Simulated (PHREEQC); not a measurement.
Make-up at 20 °C: 1.8 mmol/kgw Cu(NO3)2, 57 mmol/kgw HCl and 2.9 mmol/kgw Na2SO4. Closed to the air; pH follows from the charge balance.

Computed with PHREEQC (ion-association model, phreeqc.dat).

Precipitation was switched off in this run.

Q: What pH does the model give?

A: pH 1.33.

Q: In which forms is S present?

A: HSO4- 67 %, SO4-2 31 %, CuSO4 1.9 % of the S.
